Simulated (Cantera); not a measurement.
# Moist CO burnout

An isothermal, constant-pressure homogeneous reactor starts with 1.36 % CO, 4.16 % O2, 4.07 % H2O, 90.4 % N2, equivalence ratio 0.16, at 898 K and 300000 Pa.

Computed with Cantera and GRI-Mech 3.0 (53 species, 325 reactions).

```json
[
 {"t (s)": "2.00e-6", "x CO": "0.0136", "x O2": "0.0416", "x H2O": "0.0407", "x NO": "<1e-12", "x O": "<1e-12", "x NO2": "<1e-12", "x H": "<1e-12"},
 {"t (s)": "9.28e-6", "x CO": "0.0136", "x O2": "0.0416", "x H2O": "0.0407", "x NO": "<1e-12", "x O": "1.21e-12", "x NO2": "<1e-12", "x H": "<1e-12"},
 {"t (s)": "4.31e-5", "x CO": "0.0136", "x O2": "0.0416", "x H2O": "0.0407", "x NO": "<1e-12", "x O": "5.34e-12", "x NO2": "<1e-12", "x H": "<1e-12"},
 {"t (s)": "0.000200", "x CO": "0.0136", "x O2": "0.0416", "x H2O": "0.0407", "x NO": "<1e-12", "x O": "2.00e-11", "x NO2": "<1e-12", "x H": "<1e-12"},
 {"t (s)": "0.000928", "x CO": "0.0136", "x O2": "0.0416", "x H2O": "0.0407", "x NO": "<1e-12", "x O": "4.28e-11", "x NO2": "<1e-12", "x H": "<1e-12"},
 {"t (s)": "0.00431", "x CO": "0.0136", "x O2": "0.0416", "x H2O": "0.0407", "x NO": "<1e-12", "x O": "4.75e-11", "x NO2": "<1e-12", "x H": "<1e-12"},
 {"t (s)": "0.0200", "x CO": "0.0136", "x O2": "0.0416", "x H2O": "0.0407", "x NO": "<1e-12", "x O": "5.55e-11", "x NO2": "<1e-12", "x H": "1.19e-12"},
 {"t (s)": "0.0928", "x CO": "0.0136", "x O2": "0.0416", "x H2O": "0.0407", "x NO": "<1e-12", "x O": "1.12e-10", "x NO2": "<1e-12", "x H": "6.57e-12"},
 {"t (s)": "0.431", "x CO": "0.0135", "x O2": "0.0416", "x H2O": "0.0407", "x NO": "<1e-12", "x O": "1.08e-9", "x NO2": "<1e-12", "x H": "1.05e-10"},
 {"t (s)": "2.00", "x CO": "0.0128", "x O2": "0.0412", "x H2O": "0.0407", "x NO": "<1e-12", "x O": "5.77e-9", "x NO2": "<1e-12", "x H": "7.69e-10"},
 {"t (s)": "9.28", "x CO": "0.00844", "x O2": "0.0391", "x H2O": "0.0408", "x NO": "<1e-12", "x O": "4.93e-9", "x NO2": "3.42e-12", "x H": "6.13e-10"},
 {"t (s)": "43.1", "x CO": "0.00185", "x O2": "0.0359", "x H2O": "0.0409", "x NO": "<1e-12", "x O": "1.20e-9", "x NO2": "2.71e-11", "x H": "9.94e-11"},
 {"t (s)": "200", "x CO": "0.000168", "x O2": "0.0351", "x H2O": "0.0410", "x NO": "<1e-12", "x O": "3.94e-11", "x NO2": "4.44e-11", "x H": "2.37e-12"}
]
```
x: mole fraction; the columns are a selection and need not sum to one.

Equilibrium at this temperature and pressure: CO <1e-12, O2 0.0350, H2O 0.0410, NO 3.96e-6, O <1e-12, NO2 3.32e-7, H <1e-12 (gas phase only).
